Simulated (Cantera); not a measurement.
Equilibrium for boron, boron nitride and boron oxide: BF3 + N2

Charge: 1 mol BF3, 7.3 mol N2, at 6.80 mbar.

Cantera equilibrium calculation (NASA polynomials, part measured and part estimated; ideal gas, pure solids and liquids). Candidate condensed phases: B, BN; 13 gas species. The tables' values for BF2 are old estimates; treat these amounts as uncertain. Rates play no part.

From 1750 K to 2400 K nothing is condensed. The main B-bearing gas is BF3 throughout.

```
T (K)  log p N2  log p BF3  log p F  log p BF2  log p BF
-----  --------  ---------  -------  ---------  --------
1750      -2.22      -3.09    -6.78      -6.78    -10.38
1800      -2.22      -3.09    -6.52      -6.52     -9.92
1850      -2.22      -3.09    -6.27      -6.27     -9.48
1900      -2.22      -3.09    -6.04      -6.04     -9.06
1950      -2.22      -3.09    -5.82      -5.82     -8.67
2000      -2.22      -3.09    -5.61      -5.61     -8.30
2050      -2.22      -3.09    -5.41      -5.41     -7.94
2100      -2.22      -3.09    -5.22      -5.22     -7.60
2150      -2.22      -3.09    -5.04      -5.04     -7.28
2200      -2.22      -3.09    -4.87      -4.87     -6.98
2250      -2.22      -3.10    -4.70      -4.71     -6.68
2300      -2.23      -3.10    -4.55      -4.56     -6.40
2350      -2.23      -3.11    -4.40      -4.41     -6.14
2400      -2.23      -3.12    -4.25      -4.27     -5.88
```
log p: log10 of the partial pressure in bar; nothing condenses.
